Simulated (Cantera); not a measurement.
**Equilibrium for nitride etching: BN + HF + N2**

A closed system holds: 1 mol BN, a varied amount of HF, 87 mol N2, equilibrated at 973.15 K and 0.480 bar.

These are equilibrium values from Cantera (NASA tables, ideal gas, pure condensed phases), not measurements of a reactor. Candidate condensed phases: B, BN; 31 gas species. Kinetics and transport are ignored.

From 1.9 mol HF to 2.7 mol HF the condensed part is BN(s). From 3.2 mol HF to 7.9 mol HF nothing is condensed. The main B-bearing gas is BF3 throughout.

| n(HF) (mol) | x N2 | x HF | x H2 | x BF3 | n BN(s) |
|---|---|---|---|---|---|
| 1.9 | 0.982 | 0.000772 | 0.0103 | 0.00687 | 0.390 |
| 2.3 | 0.978 | 0.000902 | 0.0124 | 0.00828 | 0.260 |
| 2.7 | 0.975 | 0.00103 | 0.0145 | 0.00969 | 0.131 |
| 3.2 | 0.970 | 0.00222 | 0.0166 | 0.0111 | 0 |
| 3.9 | 0.963 | 0.00990 | 0.0165 | 0.0110 | 0 |
| 4.6 | 0.955 | 0.0175 | 0.0164 | 0.0109 | 0 |
| 5.5 | 0.946 | 0.0270 | 0.0162 | 0.0108 | 0 |
| 6.6 | 0.935 | 0.0385 | 0.0160 | 0.0107 | 0 |
| 7.9 | 0.922 | 0.0516 | 0.0158 | 0.0105 | 0 |
x: gas mole fraction; n: condensed amount in mol.
